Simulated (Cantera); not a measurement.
A perfectly stirred reactor is fed with CH4 : H2O : H2 = 1 : 0.38 : 0.11 (molar parts), at 4.60 bar; it is held at 1575 K, and followed from long to short residence time.

Computed with Cantera and GRI-Mech 3.0 (53 species, 325 reactions). GRI-Mech 3.0 stops at C3 and has no aromatics, soot or wall deposition, so with more carbon than oxygen in the feed, carbon stays in small species such as C2H2 where larger ones or solid carbon would form.

x: mole fraction; the columns are a selection and need not sum to one.

```csv
τ (s),x CH4,x H2O,x H2,x CO2,x CO,x H2O2
8.1,0.186,0.0575,0.575,(withheld),0.103,<1e-12
3.8,0.193,0.0826,0.551,0.00416,0.0817,<1e-12
1.8,0.201,0.110,0.524,0.00416,0.0595,<1e-12
0.85,0.210,0.136,0.497,(withheld),0.0391,<1e-12
0.40,0.225,0.160,0.468,(withheld),0.0229,<1e-12
0.19,0.252,0.179,0.434,(withheld),0.0120,<1e-12
0.089,0.302,0.195,0.386,(withheld),0.00568,<1e-12
0.042,0.374,0.209,0.322,(withheld),0.00251,<1e-12
0.020,0.456,0.223,0.252,(withheld),0.00106,<1e-12
0.0093,0.534,0.236,0.186,(withheld),0.000406,<1e-12
```

### Question
What belongs in the gaps?

### Answer

- 8.1, x CO2: 0.00353
- 0.85, x CO2: 0.00347
- 0.40, x CO2: 0.00235
- 0.19, x CO2: 0.00128
- 0.089, x CO2: 0.000544
- 0.042, x CO2: 0.000181
- 0.020, x CO2: 4.83e-5
- 0.0093, x CO2: 1.03e-5
